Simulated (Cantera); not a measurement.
An isothermal, constant-pressure homogeneous reactor starts with CH4 : CO2 = 1 : 0.56 (molar parts), at 1373 K and 0.306 atm. Integrator tolerance rtol = 1e-08.

Detailed kinetics in Cantera: GRI-Mech 3.0 (53 species, 325 reactions). GRI-Mech 3.0 stops at C3 and has no aromatics, soot or wall deposition, so with more carbon than oxygen in the feed, carbon stays in small species such as C2H2 where larger ones or solid carbon would form.

Q: What does this change do: pressure from 0.306 atm to 0.553 atm?

A: 
```json
[
 {"quantity": "x(CH4) at 4.00 s", "before": "0.511 (gas-phase equilibrium 0.0749)", "after": "0.467 (gas-phase equilibrium 0.101)"},
 {"quantity": "x(CO2) at 4.00 s", "before": "0.317 (gas-phase equilibrium 5.35e-7)", "after": "0.296 (gas-phase equilibrium 1.23e-6)"},
 {"quantity": "x(H) at 4.00 s", "before": "5.96e-7 (gas-phase equilibrium 4.25e-6)", "after": "6.03e-7 (gas-phase equilibrium 3.08e-6)"},
 {"quantity": "x(H2) at 4.00 s", "before": "0.102 (gas-phase equilibrium 0.498)", "after": "0.129 (gas-phase equilibrium 0.474)"},
 {"quantity": "x(C2H4) at 4.00 s", "before": "0.00409 (gas-phase equilibrium 0.00575)", "after": "0.00639 (gas-phase equilibrium 0.00637)"}
]
```
